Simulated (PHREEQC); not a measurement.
Solution (20 °C): 0.37 mol/kgw MgSO4, 0.036 mol/kgw NaHCO3 and 0.0012 mol/kgw H4SiO4. Closed to the air; pH follows from the charge balance.

Equilibrium calculation in PHREEQC: Pitzer model, pitzer.dat.

```json
{
 "pH": "7.38",
 "ionic_strength": "1.51 mol/kgw",
 "activity_of_water": "0.992",
 "density": "1.045 g/cm³",
 "osmotic_coefficient": "0.566",
 "total_alkalinity": "36.0 meq/kg"
}
```

```csv
species,molality,activity,log γ
SO4-2,0.370,0.0209,-1.247
Mg+2,0.369,0.0531,-0.842
Na+,0.0360,0.0233,-0.189
HCO3-,0.0335,0.0154,-0.339
CO2,0.00124,0.00151,0.085
H4SiO4,0.00119,0.00133,0.050
MgCO3,0.000639,0.000639,0.000
CO3-2,0.000584,1.52e-5,-1.583
H3SiO4-,1.22e-5,3.97e-6,-0.486
MgOH+,2.46e-6,1.27e-6,-0.288
OH-,5.02e-7,1.64e-7,-0.485
HSO4-,1.15e-7,7.20e-8,-0.203
H+,7.21e-8,4.14e-8,-0.241
```

This is a speciation only: nothing precipitates in the calculation. Examples of supersaturated solids here: Magnesite (slow to form). Others may be too. In brines, pH and single-ion activities rest on the MacInnes convention.
